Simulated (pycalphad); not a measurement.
An equivalent pycalphad script:

```python
from pycalphad import Database, equilibrium, calculate, variables as v
import numpy as np
db = Database('COST507.tdb')
comps = ['MN', 'SI', 'VA']
phases = ['BCC_A2', 'CBCC_A12', 'CUB_A13', 'DIAMOND_A4', 'FCC_A1', 'LIQUID', 'MN11SI19', 'MN3SI', 'MN5SI3', 'MN6SI', 'MN9SI2', 'MNSI']
eq = equilibrium(db, comps, phases, {v.X('SI'): 0.1698, v.T: np.arange(2350, 499, -100), v.P: 101325, v.N: 1}, output=['HM', 'SM'])
```

All values are pycalphad results on the COST 507 light-alloy database (1999) (1 atm), not direct measurements. No gas phase is included, though pure Mn would boil below 2350 K. The data set is of 1999 and partly superseded. Phase fractions are per mole of atoms. Kinetics are ignored, which matters at the lower temperatures.

Results at three of the temperatures:

```
T = 2050.00 K, P = 101325 Pa, N = 1 mol of atoms
G = -159951 J/mol, H = 70289 J/mol, S = 112.31 J/(mol K)  (SER reference)
chemical potentials (J/mol): Mn -152797, Si -194927
phase             fraction      x(Mn)      x(Si)
LIQUID              1.0000     0.8302     0.1698
```

```
T = 1350.00 K, P = 101325 Pa, N = 1 mol of atoms
G = -87373 J/mol, H = 39415 J/mol, S = 93.92 J/(mol K)  (SER reference)
chemical potentials (J/mol): Mn -77525, Si -135525
phase             fraction      x(Mn)      x(Si)
LIQUID              1.0000     0.8302     0.1698
```

```
T = 1150.00 K, P = 101325 Pa, N = 1 mol of atoms
G = -71067 J/mol, H = 16749 J/mol, S = 76.36 J/(mol K)  (SER reference)
chemical potentials (J/mol): Mn -61327, Si -118685
phase             fraction      x(Mn)      x(Si)
MN9SI2              0.8952     0.8250     0.1750
CUB_A13             0.1048     0.8746     0.1254
```

Changes of the phase set, refined by bisection:

```json
[
 {"T (K)": "1343.7", "phases above": "liquid", "phases below": "β-Mn + liquid"},
 {"T (K)": "1313 ± 1", "phases above": "β-Mn + liquid", "phases below": "β-Mn + MN9SI2"},
 {"T (K)": "918.0", "phases above": "β-Mn + MN9SI2", "phases below": "MN6SI + MN9SI2"}
]
```

Database names, with the compositions (at.%) that they take in these runs: MN9SI2: Mn 82 Si 18; MN6SI: Mn 85 Si 15. CUB_A13 is β-Mn.
